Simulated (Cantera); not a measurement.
Input: 1 mol Si, 0.25 mol H2O, 3.9 mol H2, equilibrated at 5800 Pa.

These are equilibrium values from Cantera (NASA tables, ideal gas, pure condensed phases), not measurements of a reactor. Candidate condensed phases: H2O, Si, SiO2; 18 gas species. Mutual solubility and eutectic melting of coexisting phases are not modelled. The tables hold silica as quartz up to 1696 K and as liquid above; real silica turns to tridymite and cristobalite and melts near 1996 K. The numbers say what is thermodynamically allowed, not how fast it happens. All values below are at 1325 °C.

Base state: H2 0.952, SiO 0.0475, H 0.000216 (mole fractions); condensed: Si(s) + SiO2(β-quartz).

### Question
What changes in the equilibrium state with this change: Si replaced by Si3N4?

### Answer
```json
[
 {"species": "H2", "before": "0.952", "after": "0.980"},
 {"species": "N2", "before": "0", "after": "0.0197"},
 {"species": "H", "before": "0.000216", "after": "0.000219"},
 {"species": "SiO", "before": "0.0475", "after": "8.79e-5"},
 {"species": "Si(s), mol", "before": "0.771", "after": "0"},
 {"species": "SiO2(β-quartz), mol", "before": "0.0214", "after": "0"},
 {"species": "Si2N2O(s), mol", "before": "0", "after": "0.250"},
 {"species": "Si3N4(s), mol", "before": "0", "after": "0.833"}
]
```
Further candidate phases: Si2N2O, Si3N4.
